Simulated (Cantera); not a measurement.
Input (Python, Cantera) and output of one run.

```python
import numpy as np
import cantera as ct

gas_names = """
    C CH CH2 CH3 CH4 CS CS2 C2 C2H C2H2,acetylene C2H2,vinylidene C2H3,vinyl C2H4 C2H5 C2H6 C3
    C3H3,propargyl C3H4,allene C3H4,propyne C3H4,cyclo- C3H5,allyl C3H6,propylene C3H6,cyclo-
    C3H7,n-propyl C3H7,i-propyl C3H8 C4 C4H2 C4H4,1,3-cyclo- C4H6,butadiene C4H6,2-butyne C4H6,cyclo-
    C4H8,1-butene C4H8,cis2-buten C4H8,tr2-butene C4H8,isobutene C4H8,cyclo- C4H9,n-butyl C4H9,i-butyl
    C4H9,s-butyl C4H9,t-butyl C4H10,isobutane C4H10,n-butane C5 C5H6,1,3cyclo- C5H8,cyclo-
    C5H10,1-pentene C5H10,cyclo- C5H11,pentyl C5H11,t-pentyl C5H12,n-pentane C5H12,i-pentane
    CH3C(CH3)2CH3 C6H2 C6H5,phenyl C6H6 C6H10,cyclo- C6H12,1-hexene C6H12,cyclo- C6H13,n-hexyl
    C7H7,benzyl C7H8 C7H14,1-heptene C7H15,n-heptyl C7H16,n-heptane C8H8,styrene C8H10,ethylbenz
    C8H16,1-octene C8H17,n-octyl C8H18,isooctane C8H18,n-octane C9H19,n-nonyl C10H8,naphthale
    C10H21,n-decyl C12H9,o-bipheny C12H10,bipheny H H2 H2S S SH S2 S8
""".split()
cond_names = """
    C(gr) C6H6(L) C7H8(L) C8H18(L),n-octa S(cr1) S(cr2) S(L)
""".split()


def load(file, names, dense=False):
    # The tables refer to 1 bar. Condensed volumes are neglected.
    table = {s.name: s for s in ct.Species.list_from_file(file)}
    out = []
    for n in names:
        d = dict(table[n].input_data)
        d["thermo"] = dict(d["thermo"], **{"reference-pressure": 1e5})
        if dense:
            d["equation-of-state"] = {"model": "constant-volume", "density": "1e6 g/cm^3"}
        out.append(ct.Species.from_dict(d))
    return out


gas = ct.Solution(thermo="ideal-gas", species=load("nasa_gas.yaml", gas_names))
cond = {s.name: ct.Solution(thermo="fixed-stoichiometry", species=[s], name=s.name)
        for s in load("nasa_condensed.yaml", cond_names, dense=True)}
atoms = {
    'CS2': {'C': 1, 'S': 2},
    'H2': {'H': 2},
}
top_T = {'C(gr)': 4500}  # K; cautious upper limits of use, not melting points


def equilibrate(T, P, feed):
    n = {}
    for name, mol in feed.items():
        for a, k in atoms[name].items():
            n[a] = n.get(a, 0.0) + k * mol
    gas.TPX = T, P, n
    mass = sum(n.values()) * gas.mean_molecular_weight
    gas.equilibrate("TP")
    valid = [c for c in cond.values() if c.min_temp <= T <= top_T.get(c.name, c.max_temp)]
    mix = ct.Mixture([(gas, mass / gas.mean_molecular_weight)] + [(c, 0.0) for c in valid])
    mix.T, mix.P = T, P
    mix.equilibrate("TP", solver="vcs", rtol=1e-11, max_steps=5000)
    return mix


results = []
feed = {'CS2': 1, 'H2': 0.15}  # mol
P = 60000  # Pa
for T in [1798, 1823, 1848, 1873, 1898, 1923, 1948, 1973, 1998, 2023, 2048, 2073, 2098, 2123]:
    mix = equilibrate(T, P, feed)
    results.append((T, P, feed, dict(zip(mix.species_names, mix.species_moles))))

top = {s: max(r[3][s] / sum(r[3][g] for g in gas_names) for r in results) for s in gas_names}
cols = sorted((s for s in top if top[s] > 0.001), key=lambda s: -top[s])[:8]
seen = [c for c in cond_names if any(r[3].get(c, 0) > 1e-12 for r in results)]
print("log10 of partial pressures in bar; condensed amounts in mol")
print(f"{'T/K':>10s}" + "".join(f"{s[:9]:>10s}" for s in cols + seen))
for T, P, feed, n in results:
    ng = sum(n[g] for g in gas_names)
    print(f"{T:10.4g}" + "".join(f"{np.log10(max(n[s] / ng * P / 1e5, 1e-99)):10.3f}" for s in cols)
          + "".join(f"{n.get(c, 0):10.4g}" for c in seen))
```

Result:

```
log10 of partial pressures in bar; condensed amounts in mol
       T/K       CS2        S2        CS        H2       H2S        SH         S         H     C(gr)
      1798    -0.378    -1.034    -2.098    -1.236    -1.716    -2.498    -3.653    -4.071    0.1894
      1823    -0.380    -1.032    -2.013    -1.229    -1.744    -2.464    -3.566    -3.978    0.1882
      1848    -0.383    -1.030    -1.931    -1.224    -1.773    -2.432    -3.480    -3.887    0.1867
      1873    -0.386    -1.029    -1.851    -1.219    -1.802    -2.401    -3.398    -3.799    0.1848
      1898    -0.389    -1.028    -1.774    -1.214    -1.830    -2.371    -3.317    -3.714    0.1825
      1923    -0.392    -1.028    -1.698    -1.211    -1.859    -2.342    -3.239    -3.631    0.1797
      1948    -0.396    -1.028    -1.626    -1.208    -1.888    -2.315    -3.163    -3.551    0.1763
      1973    -0.400    -1.029    -1.555    -1.206    -1.917    -2.289    -3.090    -3.473    0.1723
      1998    -0.405    -1.030    -1.486    -1.204    -1.946    -2.265    -3.018    -3.397    0.1676
      2023    -0.411    -1.032    -1.420    -1.203    -1.975    -2.241    -2.949    -3.323    0.1621
      2048    -0.417    -1.034    -1.355    -1.203    -2.005    -2.219    -2.881    -3.251    0.1558
      2073    -0.424    -1.038    -1.293    -1.204    -2.034    -2.199    -2.816    -3.182    0.1484
      2098    -0.431    -1.042    -1.233    -1.205    -2.065    -2.179    -2.753    -3.114      0.14
      2123    -0.440    -1.047    -1.174    -1.206    -2.096    -2.161    -2.691    -3.048    0.1303
```

Cantera equilibrium calculation (NASA polynomials, part measured and part estimated; ideal gas, pure solids and liquids).
